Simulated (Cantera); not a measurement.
Gas-phase reforming

An isothermal, constant-pressure homogeneous reactor starts with CH4 : CO2 : H2 = 1 : 1.3 : 0.12 (molar parts), at 1698 K and 9.87 atm.

Computed with Cantera and GRI-Mech 3.0 (53 species, 325 reactions).

```csv
t (s),x CH4,x CO2,x H2,x H2O,x C2H,x H2O2
0.000100,0.402,0.534,0.0560,0.00109,1.17e-10,<1e-12
0.000256,0.382,0.526,0.0706,0.00365,1.41e-9,<1e-12
0.000654,0.338,0.502,0.106,0.0120,7.69e-9,<1e-12
0.00167,0.264,0.445,0.158,0.0385,2.08e-8,<1e-12
0.00428,0.169,0.338,0.188,0.106,3.77e-8,<1e-12
0.0109,0.0836,0.196,0.178,0.205,5.66e-8,2.52e-12
0.0280,0.0463,0.119,0.191,0.231,5.74e-8,3.23e-12
0.0715,0.0437,0.0905,0.232,0.194,3.72e-8,1.87e-12
0.183,0.0417,0.0644,0.284,0.148,1.89e-8,<1e-12
0.468,0.0340,0.0429,0.336,0.106,7.39e-9,<1e-12
1.20,0.0218,0.0289,0.380,0.0765,2.05e-9,<1e-12
3.06,0.00976,0.0213,0.410,0.0597,3.17e-10,<1e-12
7.82,0.00222,0.0182,0.425,0.0523,1.46e-11,<1e-12
20.0,0.000126,0.0174,0.429,0.0506,<1e-12,<1e-12
```
x: mole fraction; the columns are a selection and need not sum to one.

Equilibrium at this temperature and pressure: CH4 4.15e-5, CO2 0.0174, H2 0.429, H2O 0.0505, C2H <1e-12, H2O2 <1e-12 (gas phase only).
